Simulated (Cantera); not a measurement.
Feed: 1 mol Si, 3.5 mol N2O, 5.8 mol H2, at 0.900 Pa.

Method: chemical equilibrium by Gibbs-energy minimisation in Cantera with the NASA 1993 tables (ideal gas, pure condensed phases). Candidate condensed phases: H2O, Si, SiO2, Si2N2O, Si3N4; 35 gas species. The tables hold silica as quartz up to 1696 K and as liquid above; real silica turns to tridymite and cristobalite and melts near 1996 K. The numbers say what is thermodynamically allowed, not how fast it happens.

Which condensed phases are stable at each of these points (T (K)): 925, 1075, 1225, 1375, 1525, 1675, 1825, 1975, 2125?


| T (K) | condensed phases | Si condensed (%) |
|---|---|---|
| 925 | SiO2(β-quartz) | 100.0 |
| 1075 | SiO2(β-quartz) | 100.0 |
| 1225 | SiO2(β-quartz) | 100.0 |
| 1375 | SiO2(β-quartz) | 100.0 |
| 1525 | SiO2(β-quartz) | 99.0 |
| 1675 | SiO2(β-quartz) | 64.6 |
| 1825 | gas only | 0.0 |
| 1975 | gas only | 0.0 |
| 2125 | gas only | 0.0 |

From 925 K to 1675 K the condensed part is SiO2(β-quartz). From 1825 K to 2125 K nothing is condensed.
